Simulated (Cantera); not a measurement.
An adiabatic, constant-pressure homogeneous reactor starts with CH4 : H2 : O2 : N2 = 1 : 0.15 : 4.83 : 18.1 (molar parts), at 1425 K and 101000 Pa.

Computed with Cantera and GRI-Mech 3.0 (53 species, 325 reactions).

Predict: time of steepest temperature rise; temperature at 2.00 s; equilibrium temperature; x(H2) at 2.00 s; x(O2) at 2.00 s; x(HO2) at 2.00 s; x(CO) at 2.00 s; x(O) at 2.00 s.


| Property | Result |
|---|---|
| time of steepest temperature rise | 0.859 ms |
| temperature at 2.00 s | 2274 K |
| equilibrium temperature | 2274 K |
| x(H2) at 2.00 s | 0.000468 (gas-phase equilibrium 0.000468) |
| x(O2) at 2.00 s | 0.108 (gas-phase equilibrium 0.108) |
| x(HO2) at 2.00 s | 4.25e-6 (gas-phase equilibrium 4.25e-6) |
| x(CO) at 2.00 s | 0.00121 (gas-phase equilibrium 0.00121) |
| x(O) at 2.00 s | 0.00140 (gas-phase equilibrium 0.00140) |
